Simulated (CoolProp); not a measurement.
Computed with CoolProp (reference Helmholtz-energy equation of state, Schmidt 1985).

Task: For oxygen, give the phase and the speed of sound (m/s) at 144.5 K and 1.6 bar; 144.5 K and 20.6 bar; 144.5 K and 266 bar.

Result: 
- 144.5 K and 1.6 bar: gas; speed of sound 228
- 144.5 K and 20.6 bar: gas; speed of sound 206
- 144.5 K and 266 bar: liquid; speed of sound 695
